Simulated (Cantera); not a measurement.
An adiabatic, constant-volume homogeneous reactor starts with CH₄ : C₂H₆ : O₂ : N₂ = 1 : 0.083 : 1.91 : 12.8 (molar parts), at 1575 K and 5.00 bar.

Model: GRI-Mech 3.0 (53 species, 325 reactions), integrated in Cantera.

One state of this run: T (K) = 2830; P (bar) = 9.32; x CH₄ = <1e-12; x C₂H₆ = <1e-12; x O₂ = 0.00229; x C₂H = <1e-12; x CH₂O = 2.74e-9; x OH = 0.00707; x NO = 0.00399. x: mole fraction; the columns are a selection and need not sum to one.

Problem. Which value of t (s) does it belong to?
(A) 5.91e-6
(B) 0.00133
(C) 1.75e-5
(D) 5.16e-5

Solution. B, 0.00133
